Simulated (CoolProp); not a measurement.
Vapour-liquid equilibrium of dimethyl ether (1) + R236FA (2) at 2.43 bar; x and y are mole fractions of (1).

Values from CoolProp's multi-fluid Helmholtz-energy mixture model, Wu 2011 and Pan 2012; pair parameters Bell 2016.

Q: Give the bubble temperature and the first vapour's composition at x = 0.05, 0.35, 0.65. Is there an azeotrope?

A: x = 0.05: 294.6 K, y = 0.057; x = 0.35: 291.1 K, y = 0.460; x = 0.65: 282.2 K, y = 0.832. No azeotrope shows between x = 0.05 and 0.95.

The pair parameters rest on a limited set of measurements; away from them the model extrapolates.
